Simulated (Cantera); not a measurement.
# Premixed flame

A freely propagating, adiabatic, planar premixed flame of 11.7 % CH₄, 0.809 % H₂, 19.9 % O₂, 65.5 % N₂, 1.99 % H₂O, equivalence ratio 1.2, unburnt at 525 K and 6.12 atm; mixture-averaged transport, grid criteria slope 0.08 and curve 0.16, no radiation.

Detailed kinetics in Cantera: GRI-Mech 3.0 (53 species, 325 reactions). Burning velocities carry a grid error of a few per cent, more on coarse grids.

| z (mm) | T (K) | u (m/s) | x CH₄ | x H₂ | x O₂ | x HCO | x H | x C₂H₂ |
|---|---|---|---|---|---|---|---|---|
| -0.263 | 526 | 0.575 | 0.117 | 0.00955 | 0.199 | <1e-8 | <1e-8 | 2.40e-8 |
| -0.176 | 532 | 0.584 | 0.116 | 0.0122 | 0.198 | <1e-8 | <1e-8 | 5.69e-7 |
| -0.132 | 554 | 0.609 | 0.114 | 0.0152 | 0.196 | <1e-8 | <1e-8 | 2.97e-6 |
| -0.0878 | 673 | 0.747 | 0.106 | 0.0207 | 0.186 | <1e-8 | 1.97e-8 | 2.51e-5 |
| -0.0439 | 1189 | 1.34 | 0.0695 | 0.0286 | 0.138 | 5.56e-7 | 2.26e-5 | 0.000208 |
| -0.0219 | 1635 | 1.86 | 0.0365 | 0.0326 | 0.0897 | 9.34e-6 | 0.000284 | 0.000493 |
| 0 | 2032 | 2.33 | 0.00851 | 0.0337 | 0.0392 | 2.50e-5 | 0.00190 | 0.000794 |
| 0.0219 | 2207 | 2.53 | 0.000727 | 0.0308 | 0.0130 | 1.10e-5 | 0.00413 | 0.000234 |
| 0.0439 | 2261 | 2.58 | 4.27e-5 | 0.0292 | 0.00508 | 1.37e-6 | 0.00479 | 2.19e-5 |
| 0.0878 | 2307 | 2.63 | 2.91e-7 | 0.0290 | 0.00193 | 2.27e-7 | 0.00410 | 2.41e-7 |
| 0.176 | 2348 | 2.67 | <1e-8 | 0.0288 | 0.000876 | 1.41e-7 | 0.00280 | <1e-8 |
| 0.351 | 2376 | 2.69 | <1e-8 | 0.0285 | 0.000364 | 8.72e-8 | 0.00176 | <1e-8 |
| 0.702 | 2389 | 2.71 | <1e-8 | 0.0283 | 0.000175 | 6.07e-8 | 0.00123 | <1e-8 |
x: mole fraction of selected species; z is measured from the peak of heat release.

```
Property                      Value
------------------------  ---------
laminar burning velocity  57.3 cm/s
thermal thickness         0.0878 mm
peak x(HCO)                 2.51e-5
peak x(H)                   0.00479
peak x(C₂H₂)               0.000805
grid points                     150
```
